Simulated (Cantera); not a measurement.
An isothermal, constant-pressure homogeneous reactor starts with CH₂O : O₂ : N₂ = 0.016 : 0.012 : 1 (molar parts), at 1250 K and 6.02 atm.

Computed with Cantera and GRI-Mech 3.0 (53 species, 325 reactions).

x: mole fraction; the columns are a selection and need not sum to one.

```csv
t (s),x CH₂O,x O₂,x CH₂CO,x NO,x CH₃,x HO₂
2.00e-5,0.0155,0.0117,<1e-12,<1e-12,1.37e-12,5.69e-6
5.72e-5,0.0153,0.0116,3.66e-12,<1e-12,9.89e-11,4.83e-5
0.000164,___,___,___,3.80e-12,___,___
0.000468,3.42e-9,0.00207,4.52e-12,4.67e-7,8.70e-11,4.99e-6
0.00134,1.75e-9,0.000150,<1e-12,6.96e-7,4.97e-12,3.96e-7
0.00383,4.26e-10,4.01e-6,<1e-12,7.09e-7,4.51e-12,1.05e-8
0.0110,1.35e-10,3.19e-7,<1e-12,6.84e-7,3.20e-12,7.73e-10
0.0313,6.59e-11,4.02e-8,<1e-12,6.15e-7,1.83e-12,7.97e-11
0.0896,4.71e-11,6.46e-9,<1e-12,4.98e-7,<1e-12,8.23e-12
0.256,4.21e-11,1.12e-9,<1e-12,3.66e-7,<1e-12,<1e-12
0.733,4.10e-11,1.61e-10,<1e-12,2.45e-7,<1e-12,<1e-12
2.10,4.10e-11,1.37e-11,<1e-12,___,<1e-12,<1e-12
6.00,4.13e-11,<1e-12,<1e-12,6.46e-8,<1e-12,<1e-12
```

Problem. Some entries are withheld; supply them.

Solution. 
- 0.000164, x CH₂O: 0.00646
- 0.000164, x O₂: 0.00894
- 0.000164, x CH₂CO: 3.35e-9
- 0.000164, x CH₃: 4.68e-9
- 0.000164, x HO₂: 0.000251
- 2.10, x NO: 1.43e-7
